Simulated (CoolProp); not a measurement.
Saturated liquid density (kg/m³) of C2F6 (R116): the reference equation beside estimates from Tc = 293.0 K, pc = 3.048 MPa, ω = 0.257.

The numbers come from the reference Helmholtz-energy equation of state, Lemmon 2006 in CoolProp. It is a short technical equation, of lower accuracy than the large ones.

```tsv
T (K)	reference	van der Waals	Redlich-Kwong	Soave-Redlich-Kwong
218	1498	946.0	1358	1419
222.4	1476	931.6	1333	1394
226.7	1453	917.1	1307	1369
231.1	1430	901.8	1279	1341
235.5	1405	885.8	1250	1313
239.9	1380	869.2	1220	1282
244.3	1353	851.8	1189	1250
248.7	1325	833.5	1156	1217
253.1	1296	814.4	1121	1181
257.5	1265	794.0	1085	1143
261.9	1232	772.4	1046	1102
```

Absolute difference from the reference over all 11 rows, mean and median: van der Waals 37.0 and 37.0 %, Redlich-Kwong 11.8 and 11.6 %, Soave-Redlich-Kwong 7.4 and 7.1 %.
